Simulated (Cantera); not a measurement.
A closed system holds: 1 mol Pb, 0.19 mol H2, 0.31 mol O2, held at 773 K and 39000 Pa.

Method: chemical equilibrium by Gibbs-energy minimisation in Cantera with the NASA 1993 tables (ideal gas, pure condensed phases). Candidate condensed phases: H2O, Pb, PbO, PbO2, Pb3O4; 12 gas species. Rates play no part.

### Question
What is the equilibrium state?

### Answer
```json
{
  "x(H2O)": "1.000",
  "x(H2)": "5.49e-5",
  "n(Pb(l))": "0.570 mol",
  "n(PbO(yellow))": "0.430 mol",
  "gas_amount": "0.1900 mol",
  "log10 activity of Pb3O4(s) (absent)": "-10.07",
  "log10 activity of PbO2(s) (absent)": "-10.90"
}
```
